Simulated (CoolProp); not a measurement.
Model: reference Helmholtz-energy equation of state, Akasaka 2024, in CoolProp.

### Question
For R1132(E), give the phase and the speed of sound (m/s), Joule-Thomson coefficient (K/MPa) at 269.4 K and 1.01 bar; 334.7 K and 1.01 bar; 362.7 K and 1.01 bar.

### Answer
- 269.4 K and 1.01 bar: gas; speed of sound 200, Joule-Thomson coefficient 21.6
- 334.7 K and 1.01 bar: gas; speed of sound 222, Joule-Thomson coefficient 11.4
- 362.7 K and 1.01 bar: gas; speed of sound 231, Joule-Thomson coefficient 9.16
